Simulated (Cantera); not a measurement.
A perfectly stirred reactor is fed with CO : H₂ : O₂ : N₂ = 1 : 0.067 : 0.445 : 3.56 (molar parts), equivalence ratio 1.2, at 1.01 bar; it is adiabatic with a 450 K inlet, and is followed from long to short residence time, starting on the burning branch (τ in s: 0.034, 0.016, 0.0079, 0.0039, 0.0019, 0.00092, 0.00045, 0.00022, 0.00011, 5.2e-05, 2.5e-05, 1.2e-05, 6e-06).

Cantera simulation using GRI-Mech 3.0 (53 species, 325 reactions); the numbers are that mechanism's predictions, not measurements.

Problem. What does this change do: inlet temperature 450 to 650 K?

Solution. 
```csv
quantity,before,after
"blow-out, bracketed by the residence times tried","burning at 0.920 ms, out at 0.450 ms","burning at 0.450 ms, out at 0.220 ms"
x(CO) at τ = 34.0 ms,0.0499,0.0530
x(H₂) at τ = 34.0 ms,0.000963,0.000915
x(O₂) at τ = 34.0 ms,0.00595,0.00726
x(HO₂) at τ = 34.0 ms,8.85e-7,7.27e-7
x(H₂O₂) at τ = 34.0 ms,3.53e-8,2.24e-8
x(CO) at τ = 0.450 ms,0.197,0.0994
x(H₂) at τ = 0.450 ms,0.0132,0.00142
x(O₂) at τ = 0.450 ms,0.0877,0.0294
x(HO₂) at τ = 0.450 ms,<1e-12,8.05e-6
x(H₂O₂) at τ = 0.450 ms,<1e-12,3.18e-7
```
